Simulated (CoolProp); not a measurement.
A single-stage vapour-compression cycle with neopentane: evaporating at 321.15 K (dew point), condensing at 387.15 K (bubble point), superheat 5 K, subcooling 0 K, compressor efficiency 0.7, no pressure losses. Each further row changes one setting.

The numbers come from the reference Helmholtz-energy equation of state, Lemmon 2006 in CoolProp. It is a short technical equation, of lower accuracy than the large ones.

```csv
case,cooling COP,pressure ratio,discharge temperature (K),refrigerating effect (kJ/kg),volumetric capacity (kJ/m³)
as stated,…,4.33,387.2,113,1130
evaporating temperature 326.15 K,2.02,3.79,387.2,121,1370
condensing temperature 382.15 K,2.07,3.95,382.2,128,1280
subcooling 5 K,1.96,4.33,387.2,129,1280
superheat 15 K,1.89,4.33,387.9,…,1270
compressor efficiency 0.6,…,4.33,387.2,113,1130
```

Q: Fill in the missing entries.

A: 
- as stated, cooling COP: 1.73
- superheat 15 K, refrigerating effect (kJ/kg): 133
- compressor efficiency 0.6, cooling COP: 1.48

The compression ends wet for: as stated; evaporating temperature 326.15 K; condensing temperature 382.15 K; subcooling 5 K; compressor efficiency 0.6.
